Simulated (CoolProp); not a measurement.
Properties of n-dodecane along the isobar 9.15 bar (Tc = 385.0 °C, pc = 18.18 bar, ω = 0.574).

Model: reference Helmholtz-energy equation of state, Lemmon 2004, in CoolProp. It is a short technical equation, of lower accuracy than the large ones.

```
T (°C)   phase  cv (kJ/(kg K))  speed of sound (m/s)  Prandtl number  fugacity coefficient
------  ------  --------------  --------------------  --------------  --------------------
210.05  liquid           2.520                 665.8            6.28               0.09479
219.85  liquid           2.555                 636.1            6.04                0.1183
229.65  liquid           2.590                 606.4            5.81                0.1458
239.35  liquid           2.624                 576.9            5.58                0.1773
249.15  liquid           2.658                 547.0            5.36                0.2136
258.95  liquid           2.692                 516.9            5.15                0.2546
268.65  liquid           2.725                 486.8            4.94                0.3001
278.45  liquid           2.758                 456.1            4.72                0.3509
288.25  liquid           2.790                 424.8            4.51                0.4067
297.95  liquid           2.823                 393.2            4.30                0.4668
307.75  liquid           2.855                 360.4            4.08                0.5321
317.55  liquid           2.888                 326.3            3.86                0.6018
327.35  liquid           2.922                 290.4            3.63                0.6756
337.05     gas           2.918                 110.8           0.719                0.7410
346.85     gas           2.936                 118.6           0.711                0.7567
```

Viscosity comes from a separate model (Huber 2004). Thermal conductivity comes from a separate model (Huber 2004).
